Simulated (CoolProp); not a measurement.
Normal hydrogen at 298.15 K and 0.269 MPa flows at 0.47 m/s in a round tube of 20 mm bore and 15 µm roughness, fully developed (64/Re and Nu = 3.66 if laminar; Colebrook and Gnielinski if turbulent). Each further row changes one setting.

Values from CoolProp's reference Helmholtz-energy equation of state, Leachman 2009.

| case | Reynolds number | Darcy friction factor | pressure drop (Pa/m) | heat-transfer coefficient (W/(m² K)) | mass flow (kg/h) |
|---|---|---|---|---|---|
| as stated | ___ | 0.277 | 0.335 | 34.0 | ___ |
| velocity 0.94 m/s | 461 | 0.139 | ___ | 34.0 | 0.232 |
| diameter 40 mm | 461 | 0.139 | 0.0837 | 17.0 | 0.464 |

Question: Some entries are withheld; supply them.

Answer: 
- as stated, Reynolds number: 231
- as stated, mass flow (kg/h): 0.116
- velocity 0.94 m/s, pressure drop (Pa/m): 0.669

Viscosity comes from a separate model (Muzny 2013). Thermal conductivity comes from a separate model (Assael 2011).
